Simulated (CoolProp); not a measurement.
Vapour-liquid equilibrium of R143a (1) + n-butane (2) at 0.457 MPa; x and y are mole fractions of (1).

Model: multi-fluid Helmholtz-energy mixture model, Lemmon and Jacobsen 2000 and Bücker 2006; pair parameters Bell 2016, in CoolProp.

| x | bubble temperature, mixture model (K) | bubble temperature, Raoult's law (K) | y, mixture model | y, Raoult's law |
|---|---|---|---|---|
| 0.05 | 303.6 | 313.6 | 0.369 | 0.203 |
| 0.125 | 288.8 | 305.6 | 0.615 | 0.417 |
| 0.2 | 280.9 | 298.9 | 0.716 | 0.564 |
| 0.275 | 276.5 | 293.3 | 0.766 | 0.669 |
| 0.35 | 273.8 | 288.5 | 0.796 | 0.746 |
| 0.425 | 272.0 | 284.4 | 0.816 | 0.805 |
| 0.5 | 270.6 | 280.7 | 0.832 | 0.851 |
| 0.575 | 269.5 | 277.4 | 0.848 | 0.888 |
| 0.65 | 268.4 | 274.4 | 0.864 | 0.917 |
| 0.725 | 267.3 | 271.8 | 0.882 | 0.941 |
| 0.8 | 266.3 | 269.3 | 0.904 | 0.961 |
| 0.875 | 265.3 | 267.1 | 0.932 | 0.978 |
| 0.95 | 264.3 | 265.0 | 0.969 | 0.992 |

The largest gap from Raoult's law is -18.0 K in bubble temperature, at x = 0.2. No azeotrope shows between x = 0.05 and 0.95.

The pair parameters rest on a limited set of measurements; away from them the model extrapolates. With so large a gap from Raoult's law the liquid may split in two, which this calculation doesn't test in full.
